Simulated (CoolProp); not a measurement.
Propane at 293.15 K and 0.519 MPa flows at 11 m/s in a round tube of 6 mm bore and 0.25 µm roughness, fully developed (64/Re and Nu = 3.66 if laminar; Colebrook and Gnielinski if turbulent). Each further row changes one setting.

Values from CoolProp's reference Helmholtz-energy equation of state, Lemmon 2009.

```csv
case,Reynolds number,Darcy friction factor,pressure drop (Pa/m),heat-transfer coefficient (W/(m² K)),mass flow (kg/h)
as stated,85300,(withheld),(withheld),(withheld),11.6
velocity 22 m/s,171000,(withheld),(withheld),906,23.2
diameter 12 mm,171000,0.0163,851,449,(withheld)
```

### Question
Fill in the missing entries.

### Answer

- as stated, Darcy friction factor: 0.0188
- as stated, pressure drop (Pa/m): 1970
- as stated, heat-transfer coefficient (W/(m² K)): 518
- velocity 22 m/s, Darcy friction factor: 0.0164
- velocity 22 m/s, pressure drop (Pa/m): 6870
- diameter 12 mm, mass flow (kg/h): 46.4

Viscosity comes from a separate model (Vogel 1998). Thermal conductivity comes from a separate model (Marsh 2002).
